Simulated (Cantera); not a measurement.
**Iron carbonyl, mercury and lead vapours: HgO + H₂**

Input: 1 mol HgO, a varied amount of H₂, at 1152 °C and 2.20 mbar.

Equilibrium computed with Cantera from the NASA thermochemical tables; the gas is ideal and each condensed phase is pure. Candidate condensed phases: H₂O, Hg, HgO; 10 gas species. Rates play no part.

```csv
n(H₂) (mol),x H₂,x Hg,x H₂O,x H,x OH
2.7,0.459,0.270,0.270,9.86e-5,1.27e-6
3.9,0.592,0.204,0.204,0.000112,8.44e-7
5.4,0.687,0.156,0.156,0.000121,5.99e-7
7.6,0.767,0.116,0.116,0.000127,4.22e-7
11,0.833,0.0833,0.0833,0.000133,2.90e-7
15,0.875,0.0625,0.0625,0.000136,2.12e-7
21,0.909,0.0455,0.0455,0.000139,1.52e-7
29,0.933,0.0333,0.0333,0.000140,1.10e-7
```
x: gas mole fraction; nothing condenses.

From 2.7 mol H₂ to 29 mol H₂ nothing is condensed. The main Hg-bearing gas is Hg throughout.
